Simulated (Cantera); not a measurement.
Input (Python, Cantera) and output of one run.

```python
import numpy as np
import cantera as ct

gas_names = """
    H HNO HNO2 HNO3 HO2 H2 H2O H2O2 N NH NH2 NH3 NH2OH NO NO2 NO3 N2 N2H2 N2H4 N2O O OH O2 O3 Si SiH
    SiH2 SiH3 SiH4 SiN SiO SiO2 Si2 Si2N Si3
""".split()
cond_names = """
    H2O(s) H2O(L) Si(cr) Si(L) SiO2(Lqz) SiO2(hqz) SiO2(L) Si2N2O(s) Si3N4(a)
""".split()


# ... load() reads the species with a 1 bar reference pressure and builds the phases ...
atoms = {
    'Si': {'Si': 1},
    'H2O': {'H': 2, 'O': 1},
    'N2': {'N': 2},
}
top_T = {'Si2N2O(s)': 2100, 'Si3N4(a)': 2400}  # K; cautious upper limits of use, not melting points


# ... equilibrate(T, P, feed) seeds the gas with the atoms and calls Mixture.equilibrate('TP', solver="vcs", rtol=1e-11, max_steps=5000) ...
results = []
T = 1548.15  # K
P = 10000  # Pa
for m in [0.92, 3.1, 5.3, 7.5, 9.7, 12, 14, 16, 19, 21, 23, 25, 27]:
    feed = {'Si': 1, 'H2O': m, 'N2': 170}  # mol
    mix = equilibrate(T, P, feed)
    results.append((T, P, feed, dict(zip(mix.species_names, mix.species_moles))))

top = {s: max(r[3][s] / sum(r[3][g] for g in gas_names) for r in results) for s in gas_names}
cols = sorted((s for s in top if top[s] > 1e-06), key=lambda s: -top[s])[:7]
seen = [c for c in cond_names if any(r[3].get(c, 0) > 1e-12 for r in results)]
print("log10 of partial pressures in bar; condensed amounts in mol")
print(f"{'n(H2O)':>10s}" + "".join(f"{s[:9]:>10s}" for s in cols + seen))
for T, P, feed, n in results:
    ng = sum(n[g] for g in gas_names)
    print(f"{feed['H2O']:10.4g}" + "".join(f"{np.log10(max(n[s] / ng * P / 1e5, 1e-99)):10.3f}" for s in cols)
          + "".join(f"{n.get(c, 0):10.4g}" for c in seen))
```

It prints:

```
log10 of partial pressures in bar; condensed amounts in mol
    n(H2O)        N2       H2O        H2       SiO         H        OH SiO2(hqz) Si2N2O(s)
      0.92    -1.002    -6.673    -3.269    -4.776    -6.145   -11.026    0.2702    0.3506
       3.1    -1.008    -3.197    -2.937    -7.921    -5.980    -7.715         1         0
       5.3    -1.013    -2.725    -2.943    -8.398    -5.982    -7.241         1         0
       7.5    -1.019    -2.509    -2.948    -8.620    -5.985    -7.021         1         0
       9.7    -1.024    -2.368    -2.954    -8.766    -5.988    -6.878         1         0
        12    -1.030    -2.260    -2.959    -8.880    -5.990    -6.767         1         0
        14    -1.034    -2.186    -2.964    -8.959    -5.993    -6.690         1         0
        16    -1.039    -2.123    -2.969    -9.026    -5.995    -6.626         1         0
        19    -1.046    -2.046    -2.976    -9.110    -5.999    -6.545         1         0
        21    -1.051    -2.002    -2.980    -9.158    -6.001    -6.499         1         0
        23    -1.055    -1.963    -2.985    -9.202    -6.003    -6.458         1         0
        25    -1.060    -1.928    -2.989    -9.241    -6.005    -6.421         1         0
        27    -1.064    -1.897    -2.994    -9.278    -6.008    -6.387         1         0
```

Equilibrium computed with Cantera from the NASA thermochemical tables; the gas is ideal and each condensed phase is pure. Mutual solubility and eutectic melting of coexisting phases are not modelled. The tables hold silica as quartz up to 1696 K and as liquid above; real silica turns to tridymite and cristobalite and melts near 1996 K. Gases not in the tables: Si(OH)4.
